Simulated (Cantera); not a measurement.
Cantera run, input and output.

```python
import numpy as np
import cantera as ct

gas = ct.Solution("gri30.yaml")
gas.TPX = 1425, 1800000, {'CH4': 1, 'O2': 1.82, 'N2': 10.9, 'H2O': 0.75}
reactor = ct.IdealGasConstPressureReactor(gas, energy="on", clone=False)
net = ct.ReactorNet([reactor])
net.rtol, net.atol = 1e-08, 1e-16
show = ['CH4', 'O2', 'H2O', 'NO', 'CH2O', 'CO2', 'HCN']
times = np.geomspace(2e-06, 0.4, 12)

steps = ct.SolutionArray(gas, extra=["t"])
rows = []
print(f"{'t/s':>10s}{'T/K':>9s}{'P/Pa':>11s}" + "".join(f"{s:>11s}" for s in show))
for t in times:
    while net.time < t:
        t_next = net.step()
        steps.append(gas.state, t=t_next)
    rows.append([np.interp(t, steps.t, y) for y in (steps.T, steps.P, *steps(*show).X.T)])
    print(f"{t:10.3e}{rows[-1][0]:9.1f}{rows[-1][1]:11.4g}" + "".join(f"{x:11.3e}" for x in rows[-1][2:]))
rate = np.gradient(steps.T, steps.t)
print("integrator steps:", len(steps.t))
if steps.T.max() > steps.T[0] + 200:
    print(f"time of steepest temperature rise: {steps.t[rate.argmax()]:.4e} s")
gas.TPX = 1425, 1800000, {'CH4': 1, 'O2': 1.82, 'N2': 10.9, 'H2O': 0.75}
gas.equilibrate("HP")
print(f"equilibrium (HP): T = {gas.T:.1f} K  " + "  ".join(f"{s} {gas[s].X[0]:.3e}" for s in show))
```

Result:

```
       t/s      T/K       P/Pa        CH4         O2        H2O         NO       CH2O        CO2        HCN
 2.000e-06   1425.0    1.8e+06  6.911e-02  1.258e-01  5.183e-02  6.474e-17  3.483e-08  1.653e-12  3.671e-19
 6.067e-06   1425.0    1.8e+06  6.911e-02  1.258e-01  5.183e-02  4.871e-16  4.171e-07  6.563e-11  4.243e-18
 1.840e-05   1425.0    1.8e+06  6.909e-02  1.258e-01  5.184e-02  5.710e-15  6.376e-06  3.790e-09  6.757e-17
 5.582e-05   1425.5    1.8e+06  6.893e-02  1.257e-01  5.194e-02  6.664e-14  7.218e-05  1.209e-07  1.090e-15
 1.693e-04   1430.4    1.8e+06  6.783e-02  1.250e-01  5.276e-02  6.911e-13  4.544e-04  1.892e-06  1.413e-14
 5.136e-04   2583.5    1.8e+06  8.002e-14  1.280e-03  1.747e-01  2.353e-04  1.361e-09  4.949e-02  9.547e-10
 1.558e-03   2577.7    1.8e+06  9.096e-14  1.146e-03  1.745e-01  1.244e-03  1.426e-09  4.911e-02  2.748e-09
 4.725e-03   2574.5    1.8e+06  9.763e-14  1.077e-03  1.743e-01  1.800e-03  1.465e-09  4.889e-02  3.839e-09
 1.433e-02   2574.4    1.8e+06  9.782e-14  1.075e-03  1.743e-01  1.816e-03  1.466e-09  4.889e-02  3.872e-09
 4.347e-02   2574.4    1.8e+06  9.782e-14  1.075e-03  1.743e-01  1.816e-03  1.466e-09  4.889e-02  3.872e-09
 1.319e-01   2574.4    1.8e+06  9.782e-14  1.075e-03  1.743e-01  1.816e-03  1.466e-09  4.889e-02  3.872e-09
 4.000e-01   2574.4    1.8e+06  9.782e-14  1.075e-03  1.743e-01  1.816e-03  1.466e-09  4.889e-02  3.872e-09
integrator steps: 2129
time of steepest temperature rise: 3.9308e-04 s
equilibrium (HP): T = 2574.4 K  CH4 1.145e-13  O2 1.075e-03  H2O 1.743e-01  NO 1.816e-03  CH2O 1.466e-09  CO2 4.889e-02  HCN 3.872e-09
```

Cantera simulation using GRI-Mech 3.0 (53 species, 325 reactions); the numbers are that mechanism's predictions, not measurements. The pressure lies above the range GRI-Mech 3.0 was tuned for (to about 10 atm).
